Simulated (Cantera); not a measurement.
Cantera run:

```python
import numpy as np
import cantera as ct

gas_names = """
    CL CLO CL2 H HCL HOCL HO2 H2 H2O H2O2 O OH O2 O3 Si SiCL SiCL2 SiCL3 SiCL4 SiH SiHCL3 SiH2 SiH2CL2
    SiH3 SiH3CL SiH4 SiO SiO2 Si2 Si3
""".split()
cond_names = """
    H2O(s) H2O(L) Si(cr) Si(L) SiO2(Lqz) SiO2(hqz) SiO2(L)
""".split()


# ... load() reads the species with a 1 bar reference pressure and builds the phases ...
atoms = {
    'SiCl4': {'Si': 1, 'CL': 4},
    'O3': {'O': 3},
    'H2': {'H': 2},
}
top_T = {}  # K; cautious upper limits of use, not melting points


# ... equilibrate(T, P, feed) seeds the gas with the atoms and calls Mixture.equilibrate('TP', solver="vcs", rtol=1e-11, max_steps=5000) ...
results = []
feed = {'SiCl4': 1, 'O3': 0.51, 'H2': 21}  # mol
P = 1333.22  # Pa
for T in [1773, 1798, 1823, 1848, 1873, 1898, 1923, 1948, 1973, 1998, 2023, 2048, 2073]:
    mix = equilibrate(T, P, feed)
    results.append((T, P, feed, dict(zip(mix.species_names, mix.species_moles))))

top = {s: max(r[3][s] / sum(r[3][g] for g in gas_names) for r in results) for s in gas_names}
cols = sorted((s for s in top if top[s] > 0.0001), key=lambda s: -top[s])[:5]
seen = [c for c in cond_names if any(r[3].get(c, 0) > 1e-12 for r in results)]
print("log10 of partial pressures in bar; condensed amounts in mol")
print(f"{'T/K':>10s}" + "".join(f"{s[:9]:>10s}" for s in cols + seen))
for T, P, feed, n in results:
    ng = sum(n[g] for g in gas_names)
    print(f"{T:10.4g}" + "".join(f"{np.log10(max(n[s] / ng * P / 1e5, 1e-99)):10.3f}" for s in cols)
          + "".join(f"{n.get(c, 0):10.4g}" for c in seen))
```

Result:

```
log10 of partial pressures in bar; condensed amounts in mol
       T/K        H2       HCL       SiO       H2O         H   SiO2(L)
      1773    -1.971    -2.647    -3.509    -4.353    -4.532    0.4519
      1798    -1.973    -2.648    -3.478    -4.171    -4.440    0.4105
      1823    -1.976    -2.649    -3.439    -4.003    -4.351    0.3536
      1848    -1.979    -2.651    -3.393    -3.850    -4.265    0.2779
      1873    -1.984    -2.653    -3.340    -3.710    -4.182    0.1803
      1898    -1.989    -2.656    -3.281    -3.582    -4.102   0.05735
      1923    -1.992    -2.658    -3.257    -3.533    -4.022         0
      1948    -1.993    -2.659    -3.258    -3.534    -3.943         0
      1973    -1.994    -2.660    -3.258    -3.534    -3.867         0
      1998    -1.995    -2.661    -3.258    -3.535    -3.792         0
      2023    -1.996    -2.663    -3.259    -3.536    -3.719         0
      2048    -1.997    -2.665    -3.260    -3.536    -3.648         0
      2073    -1.999    -2.667    -3.260    -3.537    -3.579         0
```

Cantera equilibrium calculation (NASA polynomials, part measured and part estimated; ideal gas, pure solids and liquids). The tables hold silica as quartz up to 1696 K and as liquid above; real silica turns to tridymite and cristobalite and melts near 1996 K.
